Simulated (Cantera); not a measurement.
Charge: 1 mol SrCl₂, 1.4 mol HCl, a varied amount of N₂, 3.2 mol O₂, equilibrated at 1850 K and 14.3 Torr.

These are equilibrium values from Cantera (NASA tables, ideal gas, pure condensed phases), not measurements of a reactor. Candidate condensed phases: H₂O, NH₄Cl, Sr, SrCl₂, SrO, Sr(OH)₂; 35 gas species. Equilibrium is a limit: real reactors are often held back by kinetics, nucleation or transport.

At 3.8 mol N₂, list the 4 most abundant gas species with their mole fractions, and the condensed phases.

N₂ 0.397, O₂ 0.320, SrCl₂ 0.105, HCl 0.0937. Condensed: gas only.
